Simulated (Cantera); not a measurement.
Adiabatic ignition

An adiabatic, constant-pressure homogeneous reactor starts with CO : H2 : O2 : N2 : H2O = 1 : 0.65 : 2.06 : 7.75 : 1.3 (molar parts), at 1798 K and 5.00 bar.

Detailed kinetics in Cantera: GRI-Mech 3.0 (53 species, 325 reactions). The hydrogen kinetics of GRI-Mech 3.0 are dated; newer H2 mechanisms differ, most at raised pressure.

| t (s) | T (K) | x CO | x H2 | x O2 | x HO2 | x NO2 | x H | x H2O |
|---|---|---|---|---|---|---|---|---|
| 3.00e-6 | 1960 | 0.0636 | 0.00768 | 0.125 | 0.000106 | 5.89e-9 | 0.00893 | 0.135 |
| 6.31e-6 | 2234 | 0.0318 | 0.00662 | 0.110 | 4.37e-5 | 2.71e-8 | 0.00598 | 0.139 |
| 1.33e-5 | 2444 | 0.0147 | 0.00399 | 0.104 | 2.08e-5 | 8.28e-8 | 0.00234 | 0.147 |
| 2.79e-5 | 2548 | 0.00770 | 0.00220 | 0.102 | 1.80e-5 | 1.74e-7 | 0.000886 | 0.152 |
| 5.88e-5 | 2571 | 0.00589 | 0.00182 | 0.102 | 1.84e-5 | 3.35e-7 | 0.000663 | 0.154 |
| 0.000124 | 2572 | 0.00581 | 0.00181 | 0.102 | 1.84e-5 | 6.85e-7 | 0.000654 | 0.154 |
| 0.000260 | 2571 | 0.00579 | 0.00180 | 0.101 | 1.83e-5 | 1.41e-6 | 0.000651 | 0.154 |
| 0.000548 | 2569 | 0.00576 | 0.00179 | 0.101 | 1.82e-5 | 2.87e-6 | 0.000645 | 0.154 |
| 0.00115 | 2566 | 0.00570 | 0.00178 | 0.0998 | 1.79e-5 | 5.63e-6 | 0.000634 | 0.154 |
| 0.00242 | 2561 | 0.00561 | 0.00175 | 0.0981 | 1.75e-5 | 1.02e-5 | 0.000615 | 0.154 |
| 0.00510 | 2554 | 0.00550 | 0.00172 | 0.0960 | 1.69e-5 | 1.55e-5 | 0.000594 | 0.154 |
| 0.0107 | 2550 | 0.00543 | 0.00170 | 0.0948 | 1.66e-5 | 1.86e-5 | 0.000581 | 0.154 |
| 0.0226 | 2550 | 0.00542 | 0.00170 | 0.0946 | 1.66e-5 | 1.92e-5 | 0.000579 | 0.154 |
| 0.0475 | 2550 | 0.00542 | 0.00170 | 0.0946 | 1.66e-5 | 1.92e-5 | 0.000579 | 0.154 |
| 0.100 | 2550 | 0.00542 | 0.00170 | 0.0946 | 1.66e-5 | 1.92e-5 | 0.000579 | 0.154 |
x: mole fraction; the columns are a selection and need not sum to one.

| Quantity | Value |
|---|---|
| time of steepest temperature rise | 2.44 µs |
| temperature at 0.100 s | 2550 K |
| equilibrium temperature | 2550 K |
| x(CO) at 0.100 s | 0.00542 (gas-phase equilibrium 0.00542) |
| x(H2) at 0.100 s | 0.00170 (gas-phase equilibrium 0.00170) |
| x(O2) at 0.100 s | 0.0946 (gas-phase equilibrium 0.0946) |
